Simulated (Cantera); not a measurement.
Mixture: CH₄ : C₂H₆ : O₂ : N₂ : H₂O = 1 : 0.054 : 4.86 : 18.3 : 0.53 (molar parts), equivalence ratio 0.45, at 3.10 bar, adiabatic and at constant pressure. Ignition delay is the time to a rise of 400 K.

Detailed kinetics in Cantera: GRI-Mech 3.0 (53 species, 325 reactions).

Problem. What does this change do: pressure from 3.10 bar to 31.0 bar?

Solution. 
| quantity | before | after |
|---|---|---|
| delay at 1173 K | 5.15 ms | 0.989 ms |
| delay at 1273 K | 1.58 ms | 0.296 ms |
| delay at 1373 K | 0.538 ms | 0.105 ms |
| delay at 1473 K | 0.202 ms | 41.8 µs |
| delay at 1573 K | 84.5 µs | 18.4 µs |
| delay at 1673 K | 40.3 µs | 8.78 µs |
| delay at 1773 K | 21.8 µs | 4.53 µs |
| apparent activation energy between 1573 and 1773 K | 160 kJ/mol | 160 kJ/mol |
The pressure lies above the range GRI-Mech 3.0 was tuned for (to about 10 atm).

Problem. What does this change do: O2 4.86 to 3.2 parts?

Solution. 
| quantity | before | after |
|---|---|---|
| delay at 1173 K | 5.15 ms | 8.14 ms |
| delay at 1273 K | 1.58 ms | 2.65 ms |
| delay at 1373 K | 0.538 ms | 0.908 ms |
| delay at 1473 K | 0.202 ms | 0.327 ms |
| delay at 1573 K | 84.5 µs | 0.128 ms |
| delay at 1673 K | 40.3 µs | 56.8 µs |
| delay at 1773 K | 21.8 µs | 29.1 µs |
| apparent activation energy between 1573 and 1773 K | 160 kJ/mol | 170 kJ/mol |

Problem. What does this change do: pressure from 3.10 bar to 4.10 bar?

Solution. 
| quantity | before | after |
|---|---|---|
| delay at 1173 K | 5.15 ms | 4.17 ms |
| delay at 1273 K | 1.58 ms | 1.28 ms |
| delay at 1373 K | 0.538 ms | 0.442 ms |
| delay at 1473 K | 0.202 ms | 0.167 ms |
| delay at 1573 K | 84.5 µs | 70.3 µs |
| delay at 1673 K | 40.3 µs | 33.3 µs |
| delay at 1773 K | 21.8 µs | 17.8 µs |
| apparent activation energy between 1573 and 1773 K | 160 kJ/mol | 160 kJ/mol |
